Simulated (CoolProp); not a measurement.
Vapour-liquid equilibrium of n-octane (1) + n-dodecane (2) at 308 K; x and y are mole fractions of (1).

Model: multi-fluid Helmholtz-energy mixture model, Beckmüller 2019 and Lemmon 2004; pair parameters Bell 2016, in CoolProp.

```csv
x,bubble pressure (bar),y at the bubble point,dew pressure at overall composition x (bar),liquid density (mol/L)
0.05,0.001843,0.797,0.0004136,4.399
0.15,0.004797,0.930,0.0004615,4.534
0.25,0.007831,0.962,0.0005220,4.675
0.35,0.01094,0.977,0.0006007,4.825
0.45,0.01412,0.985,0.0007073,4.984
0.55,0.01735,0.990,0.0008599,5.151
0.65,0.02061,0.994,0.001096,5.329
0.75,0.02388,0.996,0.001513,5.518
0.85,0.02713,0.998,0.002438,5.719
0.95,0.03035,0.999,0.006290,5.933
```

No azeotrope shows between x = 0.05 and 0.95.

The pair parameters rest on a limited set of measurements; away from them the model extrapolates.
